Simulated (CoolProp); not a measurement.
Properties of vinyl chloride at several states (Tc = 151.9 °C, pc = 5.600 MPa, ω = 0.160).

Computed with CoolProp (reference Helmholtz-energy equation of state, Thol 2022).

| T (°C) | p (MPa) | phase | density (kg/m³) | cp (kJ/(kg K)) |
|---|---|---|---|---|
| -47.45 | 30.4 | liquid | 1059 | 1.451 |
| 119.65 | 0.17 | gas | 3.295 | 1.041 |
| 107.85 | 12.7 | liquid | 771.3 | 1.672 |
| -101.85 | 0.0485 | liquid | 1126 | 1.564 |
